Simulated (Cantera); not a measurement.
A Cantera script and its output.

```python
import numpy as np
import cantera as ct

gas = ct.Solution("gri30.yaml")
gas.TPX = 700, 1000000, {'CH4': 1, 'O2': 1.33, 'N2': 5.01, 'H2O': 1.7}
flame = ct.FreeFlame(gas, width=0.008)
flame.set_refine_criteria(ratio=3, slope=0.08, curve=0.16)
flame.transport_model = "unity-Lewis-number"
flame.solve(loglevel=0, auto=True)
z, T = flame.grid, flame.T
thick = (T[-1] - T[0]) / np.gradient(T, z).max()
show = ['CH4', 'O2', 'H2O', 'OH', 'H2O2', 'C2H6']
print(f"laminar burning velocity  {flame.velocity[0] * 100:.3f} cm/s")
print(f"burnt temperature         {T[-1]:.1f} K")
print(f"thermal thickness         {thick * 1e3:.4f} mm")
print(f"grid points               {len(z)}")
z0 = z[flame.heat_release_rate.argmax()]
print(f"{'z/mm':>9s}{'T/K':>9s}{'u/(m/s)':>9s}" + "".join(f"{s:>11s}" for s in show))
rows = []
for k in (-3, -2, -1.5, -1, -0.5, -0.25, 0, 0.25, 0.5, 1, 2, 4, 8):
    zz = z0 + k * thick
    rows.append([k * thick, np.interp(zz, z, T), np.interp(zz, z, flame.velocity),
                 *(np.interp(zz, z, flame.X[gas.species_index(s)]) for s in show)])
    print(f"{rows[-1][0] * 1e3:9.3f}{rows[-1][1]:9.1f}{rows[-1][2]:9.3f}" + "".join(f"{x:11.3e}" for x in rows[-1][3:]))
```

It prints:

```
laminar burning velocity  13.855 cm/s
burnt temperature         1917.5 K
thermal thickness         0.2604 mm
grid points               115
     z/mm      T/K  u/(m/s)        CH4         O2        H2O         OH       H2O2       C2H6
   -0.781    702.6    0.139  1.104e-01  1.468e-01  1.883e-01  4.049e-13  3.255e-07  3.217e-06
   -0.521    714.8    0.142  1.094e-01  1.455e-01  1.897e-01  1.012e-11  1.853e-06  1.847e-05
   -0.391    741.9    0.147  1.072e-01  1.425e-01  1.926e-01  8.201e-11  5.182e-06  5.248e-05
   -0.260    850.4    0.169  9.807e-02  1.305e-01  2.046e-01  2.316e-09  1.763e-05  1.910e-04
   -0.130   1200.0    0.242  6.738e-02  8.967e-02  2.451e-01  6.533e-07  2.649e-05  6.507e-04
   -0.065   1490.7    0.304  4.123e-02  5.457e-02  2.795e-01  8.114e-06  5.817e-06  8.656e-04
    0.000   1754.7    0.362  1.901e-02  2.247e-02  3.092e-01  5.277e-05  2.502e-06  4.016e-04
    0.065   1882.0    0.391  1.009e-02  7.476e-03  3.202e-01  8.340e-05  7.692e-07  8.079e-05
    0.130   1924.0    0.401  7.300e-03  2.726e-03  3.211e-01  7.011e-05  2.214e-07  2.334e-05
    0.260   1941.7    0.406  5.333e-03  4.944e-04  3.179e-01  4.807e-05  3.113e-08  5.965e-06
    0.521   1940.1    0.407  3.804e-03  2.973e-05  3.123e-01  3.739e-05  2.123e-09  2.105e-06
    1.042   1933.1    0.407  2.515e-03  2.315e-07  3.070e-01  3.243e-05  3.431e-10  8.063e-07
    2.083   1926.0    0.408  1.437e-03  3.830e-08  3.027e-01  2.866e-05  2.731e-10  2.377e-07
```

Detailed kinetics in Cantera: GRI-Mech 3.0 (53 species, 325 reactions). Unity Lewis numbers drop preferential diffusion, which matters most where H2 and H carry the flame. Burning velocities carry a grid error of a few per cent, more on coarse grids.
